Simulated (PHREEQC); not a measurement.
Make-up at 85 °C: 0.29 mol CuCl2, 0.000188 mol HCl and 0.00057 mol Na2SO4 per kg of water. Closed to the air; pH follows from the charge balance.

All values are PHREEQC results (ion-association model, phreeqc.dat), not measurements.

No solid was allowed to form.

Predict the pH, density.

pH 3.55; density 1.002 g/cm³.

In which forms is Cu present?

CuCl+ 65 %, Cu+2 27 %, CuCl2 7.5 % of the Cu.

Away from 25 °C the constants follow the database's enthalpies or fits; those with neither stay at their 25 °C values.
